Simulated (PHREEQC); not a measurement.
Make-up at 87 °C: 0.075 mol Cu(NO3)2, 0.037 mol HCl and 0.047 mol H3BO3 per kg of water. Closed to the air; pH follows from the charge balance.

Computed with PHREEQC (ion-association model, phreeqc.dat).

```tsv
quantity	before	after
pH	1.54	2.21
ionic strength (mol/kgw)	0.235	0.0499
Cu+2 (mol/kgw)	0.0618	0.0138
Cu2(OH)2+2 (mol/kgw)	9.61e-9	1.67e-8
CuOH+ (mol/kgw)	8.64e-9	1.23e-8
H2BO3- (mol/kgw)	3.60e-9	2.82e-9
```

### Question
Name the change that produced these shifts.
A) 0.019 mol/kgw NaBF4 added
B) temperature from 87 to 10 °C
C) HCl from 0.037 to 0.0407 mol/kgw
D) diluted 5-fold with water
E) HCl left out

### Answer
D, diluted 5-fold with water

Precipitation was switched off in this run. Away from 25 °C the constants follow the database's enthalpies or fits; those with neither stay at their 25 °C values.
